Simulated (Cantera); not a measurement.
Charge: 1 mol CF4, 0.45 mol F2, 0.56 mol H2, held at 1575 K and 0.460 bar.

These are equilibrium values from Cantera (NASA tables, ideal gas, pure condensed phases), not measurements of a reactor. Candidate condensed phases: C, C6H6, C7H8, C8H18; 95 gas species. Gases not in the tables: C2F6 and larger saturated fluorocarbons. The numbers say what is thermodynamically allowed, not how fast it happens.

Base state: HF 0.542, CF4 0.457, CF2 0.000124, CF3 5.03e-5, CHF3 1.29e-5 (mole fractions); condensed: C(graphite).

Task: What changes in the equilibrium state with this change: temperature from 1575 K to 2475 K?

Result: 
| species | before | after |
|---|---|---|
| HF | 0.542 | 0.478 |
| CF4 | 0.457 | 0.327 |
| F | 9.73e-6 | 0.0946 |
| CF2 | 0.000124 | 0.0872 |
| CF3 | 5.03e-5 | 0.0127 |
| CF | 3.05e-9 | 0.000446 |
| H | 9.62e-9 | 1.09e-5 |
| CHF3 | 1.29e-5 | 1.32e-5 |
| C(graphite), mol | 0.0548 | 0 |
